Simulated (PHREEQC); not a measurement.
Ca(OH)2 is added in steps, without added water, to 1 kg of water holding 0.026 mol/kgw CaCl2, 0.0058 mol/kgw Na2CO3 and 0.0017 mol/kgw H4SiO4, at 25 °C. O2 is buffered at 0.21 atm. CO2 from the air is kept out. Only these solids could form: Calcite, SiO2(a), Halite.

Base run: PHREEQC, ion-association model, phreeqc.dat. Each further column changes one thing. The table gives C in solution (mol/kgw).

```tsv
Ca(OH)2 added (mol)	base	database wateq4f.dat	all activity coefficients set to 1	database pitzer.dat	Debye-Hückel limiting law
0	6.70e-5	6.69e-5	3.96e-5	5.81e-5	8.69e-5
0.000255	1.18e-5	1.17e-5	7.42e-6	5.86e-6	1.69e-5
0.000595	7.70e-6	7.69e-6	6.16e-6	2.25e-6	9.93e-6
0.00085	6.93e-6	6.91e-6	5.92e-6	1.57e-6	8.60e-6
0.001105	6.67e-6	6.65e-6	5.84e-6	1.34e-6	8.16e-6
0.001445	6.55e-6	6.53e-6	5.80e-6	1.25e-6	7.97e-6
0.0017	6.51e-6	6.49e-6	5.79e-6	1.21e-6	7.91e-6
0.001955	6.48e-6	6.47e-6	5.78e-6	1.20e-6	7.88e-6
0.002295	6.46e-6	6.44e-6	5.77e-6	1.18e-6	7.86e-6
0.00255	6.45e-6	6.43e-6	5.77e-6	1.17e-6	7.85e-6
0.002805	6.44e-6	6.42e-6	5.76e-6	1.16e-6	7.84e-6
0.003145	6.42e-6	6.41e-6	5.76e-6	1.16e-6	7.83e-6
0.0034	6.42e-6	6.40e-6	5.76e-6	1.15e-6	7.83e-6
```

 pitzer.dat has no redox and few complexes: it carries them in its interaction parameters. phreeqc.dat and wateq4f.dat share most of their constants, so their agreement is no independent check. Solids allowed in the column 'database wateq4f.dat': Calcite, Portlandite, SiO2(a), Halite, Nahcolite, Natron. Solids allowed in the column 'database pitzer.dat': Calcite, Gaylussite, Halite, Nahcolite, Natron, Pirssonite, Portlandite, SiO2(a), Trona.
